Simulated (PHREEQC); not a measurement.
Consider water at 15 °C and 300 atm with 0.62 mmol/kgw Sr(OH)2 and 0.9 mmol/kgw LiNO3. Closed to the air; pH follows from the charge balance.

Equilibrium calculation in PHREEQC: ion-association model, phreeqc.dat.

This is a speciation only: nothing precipitates in the calculation.

Task: Estimate the pH.

Result: pH 11.30.

Under pressure, the constants of complexes without a molar volume in the database are unreliable.
